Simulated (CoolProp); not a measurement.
Vapour-liquid equilibrium of R22 (1) + n-hexane (2) at 0.00973 MPa; x and y are mole fractions of (1).

Computed with CoolProp (multi-fluid Helmholtz-energy mixture model, Kamei 1995 and Thol 2019; pair parameters Bell 2016).

| x | bubble temperature, mixture model (K) | bubble temperature, Raoult's law (K) | y, mixture model | y, Raoult's law |
|---|---|---|---|---|
| 0.05 | 230.5 | 244.6 | 0.964 | 0.897 |
| 0.2 | 205.4 | 217.6 | 0.997 | 0.990 |
| 0.35 | 199.1 | 208.0 | 0.999 | 0.997 |
| 0.5 | 196.7 | 202.3 | 0.999 | 0.999 |
| 0.65 | 195.5 | 198.4 | 0.999 | 0.999 |
| 0.8 | 194.4 | 195.4 | 0.999 | 1.000 |
| 0.95 | 192.9 | 193.0 | 1.000 | 1.000 |

The largest gap from Raoult's law is -14.1 K in bubble temperature, at x = 0.05. No azeotrope shows between x = 0.05 and 0.95.

The pair parameters rest on a limited set of measurements; away from them the model extrapolates. With so large a gap from Raoult's law the liquid may split in two, which this calculation doesn't test in full.
